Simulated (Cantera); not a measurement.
Feed: 1 mol PbO, 1.9 mol CO, 0.45 mol N2, equilibrated at 1550 K and 10.0 mbar.

These are equilibrium values from Cantera (NASA tables, ideal gas, pure condensed phases), not measurements of a reactor. Candidate condensed phases: C, Pb, PbO, PbO2, Pb3O4; 27 gas species. The numbers say what is thermodynamically allowed, not how fast it happens.

Base state: CO2 0.298, Pb 0.298, CO 0.269, N2 0.134, PbO 0.000486, Pb2 1.29e-5 (mole fractions); condensed: gas only.

What changes in the equilibrium state with this change: temperature from 1550 K to 948 K?


| species | before | after |
|---|---|---|
| CO2 | 0.298 | 0.425 |
| CO | 0.269 | 0.383 |
| N2 | 0.134 | 0.191 |
| Pb | 0.298 | 0.000479 |
| PbO | 0.000486 | <1e-9 |
| Pb2 | 1.29e-5 | <1e-9 |
| Pb(l), mol | 0 | 0.999 |

What changes in the equilibrium state with this change: temperature from 1550 K to 1050 K?


```
species       before    after
----------  --------  -------
CO2            0.298    0.424
CO             0.269    0.381
N2             0.134    0.191
Pb             0.298  0.00465
PbO         0.000486  2.45e-8
Pb2          1.29e-5  2.98e-8
Pb(l), mol         0    0.989
```
